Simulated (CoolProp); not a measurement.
Vapour-liquid equilibrium of nitrogen (1) + carbon monoxide (2) at 0.409 MPa; x and y are mole fractions of (1).

Model: multi-fluid Helmholtz-energy mixture model, Span 2000 and Lemmon 2006; pair parameters Gernert 2013, in CoolProp.

```json
[
 {"x": "0.05", "bubble temperature (K)": "96.0", "y at the bubble point": "0.071", "dew temperature at overall composition x (K)": "96.1", "liquid density (mol/L)": "25.90"},
 {"x": "0.15", "bubble temperature (K)": "95.3", "y at the bubble point": "0.205", "dew temperature at overall composition x (K)": "95.6", "liquid density (mol/L)": "25.95"},
 {"x": "0.25", "bubble temperature (K)": "94.7", "y at the bubble point": "0.327", "dew temperature at overall composition x (K)": "95.1", "liquid density (mol/L)": "26.00"},
 {"x": "0.35", "bubble temperature (K)": "94.2", "y at the bubble point": "0.438", "dew temperature at overall composition x (K)": "94.6", "liquid density (mol/L)": "26.04"},
 {"x": "0.45", "bubble temperature (K)": "93.7", "y at the bubble point": "0.540", "dew temperature at overall composition x (K)": "94.1", "liquid density (mol/L)": "26.08"},
 {"x": "0.55", "bubble temperature (K)": "93.2", "y at the bubble point": "0.634", "dew temperature at overall composition x (K)": "93.6", "liquid density (mol/L)": "26.12"},
 {"x": "0.65", "bubble temperature (K)": "92.8", "y at the bubble point": "0.721", "dew temperature at overall composition x (K)": "93.1", "liquid density (mol/L)": "26.16"},
 {"x": "0.75", "bubble temperature (K)": "92.4", "y at the bubble point": "0.803", "dew temperature at overall composition x (K)": "92.6", "liquid density (mol/L)": "26.20"},
 {"x": "0.85", "bubble temperature (K)": "92.0", "y at the bubble point": "0.883", "dew temperature at overall composition x (K)": "92.1", "liquid density (mol/L)": "26.24"},
 {"x": "0.95", "bubble temperature (K)": "91.7", "y at the bubble point": "0.961", "dew temperature at overall composition x (K)": "91.7", "liquid density (mol/L)": "26.29"}
]
```

No azeotrope shows between x = 0.05 and 0.95.

Pair parameters are fitted to limited data, so mixtures are less certain than the pure fluids.
